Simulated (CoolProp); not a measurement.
Vapour-liquid equilibrium of C2F6 (R116) (1) + R143a (2) at 311 kPa; x and y are mole fractions of (1).

Model: multi-fluid Helmholtz-energy mixture model, Lemmon 2006 and Lemmon and Jacobsen 2000; pair parameters Bell 2016, in CoolProp.

**Question.** Give the bubble temperature and the first vapour's composition at x = 0.35, 0.5, 0.95. Is there an azeotrope?

**Answer.** x = 0.35: 225.7 K, y = 0.742; x = 0.5: 222.9 K, y = 0.796; x = 0.95: 219.0 K, y = 0.959. No azeotrope shows between x = 0.05 and 0.95.

The pair parameters rest on a limited set of measurements; away from them the model extrapolates.
